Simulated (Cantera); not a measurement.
A perfectly stirred reactor is fed with CH3OH : O2 : N2 = 0.019 : 0.0097 : 1 (molar parts), equivalence ratio 2.9, at 683 Torr; it is held at 1475 K, and followed from long to short residence time.

Computed with Cantera and GRI-Mech 3.0 (53 species, 325 reactions). GRI-Mech 3.0 was tuned for natural gas; its chemistry of methanol as a main component is partial and can be far from experiment.

Task: What does this change do: temperature 1475 to 1100 K?

Result: 
```
quantity                   before     after
-----------------------  --------  --------
x(CH3OH) at τ = 4.00 s    5.59e-7   1.22e-5
x(O2) at τ = 4.00 s       8.39e-6  0.000172
x(CH2CO) at τ = 4.00 s    6.02e-9   2.76e-8
x(HCN) at τ = 4.00 s      8.56e-7   2.38e-9
x(OH) at τ = 4.00 s       1.08e-6   3.03e-8
x(CH3OH) at τ = 23.0 ms   1.92e-5   0.00605
x(O2) at τ = 23.0 ms     0.000266   0.00315
x(CH2CO) at τ = 23.0 ms   1.55e-7   5.43e-8
x(HCN) at τ = 23.0 ms     5.88e-6  3.12e-12
x(OH) at τ = 23.0 ms      6.85e-6   4.93e-7
```
